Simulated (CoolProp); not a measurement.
Dry air at 298.15 K and 2.19 MPa is throttled through a valve to 1.02 MPa with no heat exchange. Each further row changes one setting.

Model: reference Helmholtz-energy equation of state, Lemmon 2000, in CoolProp. It is a pseudo-pure fit of the blend.

```
case                       temperature change (K)  final density (kg/m³)
-------------------------  ----------------------  ---------------------
as stated                                    -2.6                   12.1
outlet pressure 0.306 MPa                    -4.2                   3.63
outlet pressure 1.33 MPa                     -1.9                   15.7
```
